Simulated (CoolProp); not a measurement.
Vapour-liquid equilibrium of cyclopropane (1) + R134a (2) at 3.97 bar; x and y are mole fractions of (1).

Computed with CoolProp (multi-fluid Helmholtz-energy mixture model, Polt 1992 and Tillner-Roth 1994; pair parameters Bell 2016). This equation is an older, rougher fit; its heat capacities, sound speeds and derivatives of the liquid may be far off and weren't checked against measurements.

```csv
x,"bubble temperature, mixture model (°C)","bubble temperature, Raoult's law (°C)","y, mixture model","y, Raoult's law"
0.05,[?],8.5,[?],0.057
0.2,-0.4,7.9,0.376,0.223
0.35,[?],7.2,0.489,0.382
0.5,-3.7,6.6,[?],0.535
0.65,-3.7,5.9,[?],0.682
0.8,[?],5.3,0.686,0.822
0.95,[?],4.6,[?],0.957
```

Task: Some entries are withheld; supply them.

Result: 
- 0.05, bubble temperature, mixture model (°C): 5.5
- 0.05, y, mixture model: 0.137
- 0.35, bubble temperature, mixture model (°C): -2.9
- 0.5, y, mixture model: 0.553
- 0.65, y, mixture model: 0.608
- 0.8, bubble temperature, mixture model (°C): -2.8
- 0.95, bubble temperature, mixture model (°C): 1.3
- 0.95, y, mixture model: 0.871

The largest gap from Raoult's law is -10.3 K in bubble temperature, at x = 0.5. y crosses x between x = 0.5 and 0.65: the model has an azeotrope there.

Pair parameters are fitted to limited data, so mixtures are less certain than the pure fluids.
